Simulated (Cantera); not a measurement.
An adiabatic, constant-volume homogeneous reactor starts with CH4 : O2 : N2 = 1 : 1.33 : 5.01 (molar parts), equivalence ratio 1.5, at 1600 K and 0.520 bar.

Model: GRI-Mech 3.0 (53 species, 325 reactions), integrated in Cantera.

Task: Predict: time of steepest temperature rise; temperature at 0.500 s; equilibrium temperature; x(O2) at 0.500 s; x(HO2) at 0.500 s; x(NO) at 0.500 s; x(N2O) at 0.500 s.

Result: 
```
Item                                                                Result
---------------------------------  ---------------------------------------
time of steepest temperature rise                                 0.849 ms
temperature at 0.500 s                                              2884 K
equilibrium temperature                                             2884 K
x(O2) at 0.500 s                   0.00312 (gas-phase equilibrium 0.00312)
x(HO2) at 0.500 s                  1.76e-6 (gas-phase equilibrium 1.76e-6)
x(NO) at 0.500 s                   0.00441 (gas-phase equilibrium 0.00441)
x(N2O) at 0.500 s                  2.23e-7 (gas-phase equilibrium 2.23e-7)
```
